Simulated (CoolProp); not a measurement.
Model: reference Helmholtz-energy equation of state, Thol 2015, in CoolProp.

**Question.** For octamethylcyclotetrasiloxane (D4), give the phase and the density (kg/m³), cv (kJ/(kg K)), expansivity (1/kK) at 25.15 °C and 8.98 bar; 25.15 °C and 35.9 bar.

**Answer.** 
- 25.15 °C and 8.98 bar: liquid; density 952, cv 1.38, expansivity 1.19
- 25.15 °C and 35.9 bar: liquid; density 956, cv 1.38, expansivity 1.16
